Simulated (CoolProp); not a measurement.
A closed Brayton cycle with carbon dioxide: compressor inlet 313.15 K and 7.9 MPa, high pressure 26.6 MPa, turbine inlet 785 K, compressor efficiency 0.8, turbine efficiency 0.9, recuperator effectiveness 0.9 (on enthalpy, no pinch check). Each further row changes one setting.

The numbers come from the reference Helmholtz-energy equation of state, Span 1996 in CoolProp.

| case | thermal efficiency (%) | net work (kJ/kg) | compressor to turbine work | compressor exit (K) | turbine exit (K) |
|---|---|---|---|---|---|
| as stated | 32.8 | 88.8 | 0.40 | 405.3 | 645.5 |
| turbine inlet 735 K | 30.5 | 77.6 | 0.43 | 405.3 | (withheld) |
| compressor inlet 323.15 K | 30.6 | 77.3 | (withheld) | 429.1 | 645.5 |
| high pressure 22.6 MPa | 32.3 | 80.9 | 0.37 | (withheld) | 663.7 |
| recuperator effectiveness 0.5 | 23.3 | 88.8 | 0.40 | 405.3 | 645.5 |

Task: Some entries are withheld; supply them.

Result: 
- turbine inlet 735 K, turbine exit (K): 600.5
- compressor inlet 323.15 K, compressor to turbine work: 0.48
- high pressure 22.6 MPa, compressor exit (K): 392.4
